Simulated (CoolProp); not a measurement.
Properties of propylene along the isobar 5.58 MPa.

Computed with CoolProp (reference Helmholtz-energy equation of state, Lemmon 2013).

```
T (K)          phase  density (kg/m³)  cp (kJ/(kg K))
-----  -------------  ---------------  --------------
231.7         liquid            608.7           2.185
280.7         liquid            545.6           2.418
329.8         liquid            463.5           2.904
378.8  supercritical            192.5           9.801
427.9  supercritical            91.72           2.707
476.9  supercritical            71.76           2.524
526    supercritical            60.71           2.561
575    supercritical            53.27           2.649
```

The peak of cp marks the crossing from liquid-like to gas-like fluid above the critical point.
